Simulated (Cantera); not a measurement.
Input: 1 mol PbCl2, 0.24 mol H2, 1.4 mol N2, held at 13.3 mbar.

These are equilibrium values from Cantera (NASA tables, ideal gas, pure condensed phases), not measurements of a reactor. Candidate condensed phases: NH4Cl, Pb, PbCl2; 17 gas species. The tables' values for PbCl4 are old estimates; treat these amounts as uncertain. Equilibrium is a limit: real reactors are often held back by kinetics, nucleation or transport.

At 1275 K, list the 4 most abundant gas species with their mole fractions, and the condensed phases.

N2 0.489, PbCl2 0.199, HCl 0.156, PbCl 0.136. Condensed: gas only.
